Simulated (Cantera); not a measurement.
An isothermal, constant-pressure homogeneous reactor starts with C₂H₆ : N₂ = 1 : 130 (molar parts), at 1275 K and 0.450 bar. Integrator tolerance rtol = 1e-08.

Cantera simulation using GRI-Mech 3.0 (53 species, 325 reactions); the numbers are that mechanism's predictions, not measurements. GRI-Mech 3.0 stops at C3 and has no aromatics, soot or wall deposition, so with more carbon than oxygen in the feed, carbon stays in small species such as C2H2 where larger ones or solid carbon would form.

```
quantity                                              before                                      after
-----------------  -----------------------------------------  -----------------------------------------
x(C₂H₆) at 4.00 s    1.34e-7 (gas-phase equilibrium 1.15e-8)      <1e-12 (gas-phase equilibrium <1e-12)
x(C₂H) at 4.00 s   2.53e-11 (gas-phase equilibrium 3.50e-12)    2.76e-6 (gas-phase equilibrium 1.64e-7)
x(CH₄) at 4.00 s   0.000990 (gas-phase equilibrium 0.000374)    2.60e-7 (gas-phase equilibrium 2.61e-7)
x(H₂) at 4.00 s        0.0131 (gas-phase equilibrium 0.0145)      0.0149 (gas-phase equilibrium 0.0149)
x(H) at 4.00 s       1.39e-7 (gas-phase equilibrium 1.33e-7)  0.000298 (gas-phase equilibrium 0.000298)
x(C₂H₂) at 4.00 s    0.00658 (gas-phase equilibrium 0.00105)   0.00738 (gas-phase equilibrium 0.000438)
```

Task: What was changed between the two runs?
A) pressure from 0.450 bar to 0.0133 bar
B) pressure from 0.450 bar to 0.0230 bar
C) C2H6 1 to 4.2 parts
D) temperature 1275 to 2000 K

Result: D, temperature 1275 to 2000 K
